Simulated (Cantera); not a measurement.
An isothermal, constant-pressure homogeneous reactor starts with CH4 : H2 = 1 : 2.6 (molar parts), at 1100 K and 0.0263 atm. Integrator tolerance rtol = 1e-08.

Cantera simulation using GRI-Mech 3.0 (53 species, 325 reactions); the numbers are that mechanism's predictions, not measurements. GRI-Mech 3.0 stops at C3 and has no aromatics, soot or wall deposition, so with more carbon than oxygen in the feed, carbon stays in small species such as C2H2 where larger ones or solid carbon would form. Radical loss at walls, strong at low pressure, is not modelled.

Question: What does this change do: temperature 1100 to 1873 K?

Answer: 
| quantity | before | after |
|---|---|---|
| x(CH4) at 100 s | 0.278 (gas-phase equilibrium 0.263) | 0.000252 (gas-phase equilibrium 0.000252) |
| x(H2) at 100 s | 0.722 (gas-phase equilibrium 0.731) | 0.888 (gas-phase equilibrium 0.888) |
| x(CH2) at 100 s | <1e-12 (gas-phase equilibrium <1e-12) | 1.07e-7 (gas-phase equilibrium 1.07e-7) |
| x(C2H4) at 100 s | 3.31e-6 (gas-phase equilibrium 0.00342) | 3.67e-5 (gas-phase equilibrium 3.67e-5) |
| x(H) at 100 s | 5.09e-8 (gas-phase equilibrium 1.36e-7) | 0.00375 (gas-phase equilibrium 0.00375) |
| x(CH3) at 100 s | 3.58e-7 (gas-phase equilibrium 8.97e-7) | 2.13e-5 (gas-phase equilibrium 2.13e-5) |

Question: What does this change do: temperature 1100 to 1800 K?

Answer: 
| quantity | before | after |
|---|---|---|
| x(CH4) at 100 s | 0.278 (gas-phase equilibrium 0.263) | 0.000424 (gas-phase equilibrium 0.000424) |
| x(H2) at 100 s | 0.722 (gas-phase equilibrium 0.731) | 0.889 (gas-phase equilibrium 0.889) |
| x(CH2) at 100 s | <1e-12 (gas-phase equilibrium <1e-12) | 5.28e-8 (gas-phase equilibrium 5.28e-8) |
| x(C2H4) at 100 s | 3.31e-6 (gas-phase equilibrium 0.00342) | 5.96e-5 (gas-phase equilibrium 5.96e-5) |
| x(H) at 100 s | 5.09e-8 (gas-phase equilibrium 1.36e-7) | 0.00208 (gas-phase equilibrium 0.00208) |
| x(CH3) at 100 s | 3.58e-7 (gas-phase equilibrium 8.97e-7) | 2.00e-5 (gas-phase equilibrium 2.00e-5) |

Question: What does this change do: temperature 1100 to 1650 K?

Answer: 
```tsv
quantity	before	after
x(CH4) at 100 s	0.278 (gas-phase equilibrium 0.263)	0.00143 (gas-phase equilibrium 0.00143)
x(H2) at 100 s	0.722 (gas-phase equilibrium 0.731)	0.890 (gas-phase equilibrium 0.890)
x(CH2) at 100 s	<1e-12 (gas-phase equilibrium <1e-12)	1.01e-8 (gas-phase equilibrium 1.01e-8)
x(C2H4) at 100 s	3.31e-6 (gas-phase equilibrium 0.00342)	0.000185 (gas-phase equilibrium 0.000185)
x(H) at 100 s	5.09e-8 (gas-phase equilibrium 1.36e-7)	0.000529 (gas-phase equilibrium 0.000529)
x(CH3) at 100 s	3.58e-7 (gas-phase equilibrium 8.97e-7)	1.73e-5 (gas-phase equilibrium 1.73e-5)
```
